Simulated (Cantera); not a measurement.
Cantera run, input and output.

```python
import numpy as np
import cantera as ct

surf = ct.Interface("diamond.yaml", "diamond_100")
gas, bulk = surf.adjacent["gas"], surf.adjacent["diamond"]
k = surf.kinetics_species_index(bulk.species_names[0])
cover = ["c6HH", "c6H*", "c6*H", "c6**", "c6HM", "c6B"]

rows, drift = [], 0.0
print(f"{'xCH3':>10s}{'um/h':>11s}" + "".join(f"{s:>11s}" for s in cover))
for v in [1e-06, 2.2e-06, 4.9e-06, 1.1e-05, 2.4e-05, 5.4e-05, 0.00012, 0.00026, 0.00058]:
    T, P, xH, xCH3 = 1050, 1500, 0.0024, v
    gas.TPX = T, P, {"H": xH, "CH3": xCH3, "CH4": 0.002, "H2": 1 - xH - xCH3 - 0.002}
    surf.TP = bulk.TP = T, P
    surf.coverages = "c6H*:0.1, c6HH:0.9"
    surf.advance_coverages(100.0)
    before = surf.coverages
    surf.advance_coverages(100.0)
    drift = max(drift, np.max(np.abs(surf.coverages - before) / (surf.coverages + 1e-9)))
    rate = surf.net_production_rates[k] * bulk.mean_molecular_weight / bulk.density * 3.6e9
    rows.append([rate, *surf[cover].coverages])
    print(f"{v:10.4g}{rate:11.4e}" + "".join(f"{x:11.3e}" for x in rows[-1][1:]))
```

Output:

```
      xCH3       um/h       c6HH       c6H*       c6*H       c6**       c6HM        c6B
     1e-06 5.3359e-03  5.550e-01  2.284e-02  4.089e-01  1.308e-02  9.812e-05  1.448e-11
   2.2e-06 1.1736e-02  5.549e-01  2.284e-02  4.088e-01  1.308e-02  2.158e-04  3.185e-11
   4.9e-06 2.6127e-02  5.547e-01  2.283e-02  4.087e-01  1.307e-02  4.804e-04  7.090e-11
   1.1e-05 5.8587e-02  5.543e-01  2.281e-02  4.083e-01  1.305e-02  1.077e-03  1.590e-10
   2.4e-05 1.2752e-01  5.533e-01  2.277e-02  4.075e-01  1.301e-02  2.345e-03  3.460e-10
   5.4e-05 2.8536e-01  5.510e-01  2.267e-02  4.058e-01  1.292e-02  5.248e-03  7.743e-10
   0.00012 6.2663e-01  5.461e-01  2.246e-02  4.019e-01  1.271e-02  1.153e-02  1.700e-09
   0.00026 1.3245e+00  5.361e-01  2.202e-02  3.941e-01  1.230e-02  2.438e-02  3.594e-09
   0.00058 2.7988e+00  5.149e-01  2.109e-02  3.776e-01  1.143e-02  5.157e-02  7.595e-09
```

Cantera simulation using the Harris–Goodwin 1993 mechanism for the reconstructed diamond (100) surface; the numbers are that mechanism's predictions, not measurements.
